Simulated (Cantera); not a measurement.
A closed system holds: 1 mol S, 1.5 mol H₂, equilibrated at 21.0 bar.

Cantera equilibrium calculation (NASA polynomials, part measured and part estimated; ideal gas, pure solids and liquids). Candidate condensed phases: S; 7 gas species. Kinetics and transport are ignored.

x: gas mole fraction; nothing condenses.

| T (K) | x H₂ | x H₂S | x S₂ | x SH | x H | x S |
|---|---|---|---|---|---|---|
| 2048 | 0.504 | 0.378 | 0.0991 | 0.0177 | 0.000347 | [?] |
| 2148 | 0.530 | 0.332 | 0.113 | 0.0238 | 0.000662 | [?] |
| 2248 | 0.552 | 0.290 | 0.125 | 0.0306 | 0.00119 | [?] |
| 2348 | 0.570 | 0.253 | 0.135 | 0.0382 | 0.00204 | [?] |
| 2448 | 0.585 | 0.220 | 0.142 | 0.0463 | 0.00332 | [?] |
| 2548 | 0.596 | 0.192 | 0.147 | 0.0548 | 0.00521 | [?] |
| 2648 | 0.604 | 0.167 | 0.150 | 0.0635 | 0.00789 | [?] |
| 2748 | 0.609 | 0.146 | 0.152 | 0.0723 | 0.0116 | [?] |

Problem. What belongs in the gaps?

Solution. 
- 2048, x S: 0.000297
- 2148, x S: 0.000576
- 2248, x S: 0.00104
- 2348, x S: 0.00178
- 2448, x S: 0.00288
- 2548, x S: 0.00447
- 2648, x S: 0.00667
- 2748, x S: 0.00962
